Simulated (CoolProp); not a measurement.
Propane along the isotherm 483.4 K: fugacity coefficient from the reference equation and from simpler models built on Tc = 369.9 K, pc = 4.251 MPa, ω = 0.152; each cubic takes its own stable root.

Values from CoolProp's reference Helmholtz-energy equation of state, Lemmon 2009.

```csv
p (MPa),phase,reference,Redlich-Kwong,Peng-Robinson
0.455,gas,0.9851,0.9838,0.9826
0.911,gas,0.9703,0.9677,0.9656
1.37,gas,0.9557,0.9518,0.9487
1.82,gas,0.9415,0.9364,0.9326
2.28,gas,0.9272,0.9209,0.9164
2.73,gas,0.9134,0.9059,0.9009
3.19,gas,0.8994,0.8908,0.8854
3.64,gas,0.8860,0.8763,0.8706
4.1,gas,0.8725,0.8617,0.8558
4.55,supercritical,0.8594,0.8477,0.8417
5.01,supercritical,0.8463,0.8336,0.8276
5.47,supercritical,0.8334,0.8198,0.8139
5.92,supercritical,0.8210,0.8065,0.8008
6.38,supercritical,0.8086,0.7933,0.7878
```
